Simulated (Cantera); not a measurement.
## Ignition delay

Mixture: 11.2 % CH₃OH, 22.4 % O₂, 62.6 % N₂, 3.80 % CO₂, equivalence ratio 0.75, at 0.632 atm, adiabatic and at constant pressure. Ignition delay is the time to a rise of 400 K.

Detailed kinetics in Cantera: GRI-Mech 3.0 (53 species, 325 reactions). GRI-Mech 3.0 was tuned for natural gas; its chemistry of methanol as a main component is partial and can be far from experiment.

| T0 (K) | delay (ms) |
|---|---|
| 1198 | 14.7 |
| 1248 | 6.71 |
| 1298 | 3.29 |
| 1348 | 1.72 |
| 1398 | 0.959 |
| 1448 | 0.564 |
| 1498 | 0.348 |
| 1548 | 0.224 |
| 1598 | 0.150 |
| 1648 | 0.104 |

```yaml
apparent activation energy between 1548 and 1648 K: 160 kJ/mol
```
